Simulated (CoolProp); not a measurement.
Saturation properties of C3F8 (R218) (Tc = 345.0 K, pc = 2.640 MPa, ω = 0.317).

Values from CoolProp's reference Helmholtz-energy equation of state, Lemmon 2006. It is a short technical equation, of lower accuracy than the large ones.

```json
[
 {"T (K)": "247.9", "p (MPa)": "0.1660", "vapour density (kg/m³)": "16.36", "liquid cp (kJ/(kg K))": "1.002"},
 {"T (K)": "251.4", "p (MPa)": "0.1909", "vapour density (kg/m³)": "18.69", "liquid cp (kJ/(kg K))": "1.011"},
 {"T (K)": "254.9", "p (MPa)": "0.2184", "vapour density (kg/m³)": "21.28", "liquid cp (kJ/(kg K))": "1.020"},
 {"T (K)": "258.4", "p (MPa)": "0.2490", "vapour density (kg/m³)": "24.15", "liquid cp (kJ/(kg K))": "1.029"},
 {"T (K)": "261.9", "p (MPa)": "0.2826", "vapour density (kg/m³)": "27.31", "liquid cp (kJ/(kg K))": "1.039"},
 {"T (K)": "265.3", "p (MPa)": "0.3185", "vapour density (kg/m³)": "30.69", "liquid cp (kJ/(kg K))": "1.049"},
 {"T (K)": "268.8", "p (MPa)": "0.3590", "vapour density (kg/m³)": "34.52", "liquid cp (kJ/(kg K))": "1.059"},
 {"T (K)": "272.3", "p (MPa)": "0.4032", "vapour density (kg/m³)": "38.73", "liquid cp (kJ/(kg K))": "1.070"},
 {"T (K)": "275.8", "p (MPa)": "0.4513", "vapour density (kg/m³)": "43.36", "liquid cp (kJ/(kg K))": "1.081"},
 {"T (K)": "279.3", "p (MPa)": "0.5037", "vapour density (kg/m³)": "48.44", "liquid cp (kJ/(kg K))": "1.093"},
 {"T (K)": "282.8", "p (MPa)": "0.5604", "vapour density (kg/m³)": "54.01", "liquid cp (kJ/(kg K))": "1.106"},
 {"T (K)": "286.3", "p (MPa)": "0.6218", "vapour density (kg/m³)": "60.13", "liquid cp (kJ/(kg K))": "1.120"},
 {"T (K)": "289.8", "p (MPa)": "0.6881", "vapour density (kg/m³)": "66.85", "liquid cp (kJ/(kg K))": "1.135"},
 {"T (K)": "293.3", "p (MPa)": "0.7595", "vapour density (kg/m³)": "74.23", "liquid cp (kJ/(kg K))": "1.151"}
]
```

It boils at 236.4 K under 1 atm.
